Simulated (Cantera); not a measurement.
Equilibrium for carbon deposition, reforming and gasification: C2H5OH + H2O + H2 + O2

A closed system holds: 1 mol C2H5OH, 0.073 mol H2O, 15 mol H2, 0.0068 mol O2, equilibrated at 0.000120 bar.

Equilibrium computed with Cantera from the NASA thermochemical tables; the gas is ideal and each condensed phase is pure. Candidate condensed phases: C, C6H6, C7H8, C8H18, H2O; 131 gas species. Ions and electrons are included (thermal ionisation). Rates play no part.

| T (°C) | x H | x C | x CO | x O | x H2 |
|---|---|---|---|---|---|
| 2727 | 0.944 | 0.0216 | 0.0286 | 2.50e-8 | 0.00429 |
| 3227 | 0.947 | 0.0239 | 0.0285 | 1.20e-5 | 0.000309 |
| 3727 | 0.946 | 0.0251 | 0.0272 | 0.00124 | 4.23e-5 |
| 4227 | 0.933 | 0.0385 | 0.0129 | 0.0152 | 8.74e-6 |
| 4727 | 0.921 | 0.0484 | 0.00145 | 0.0262 | 2.46e-6 |
x: gas mole fraction; nothing condenses.

From 2727 °C to 4727 °C nothing is condensed. The main C-bearing gas is CO at 2727 °C and C at 4727 °C.
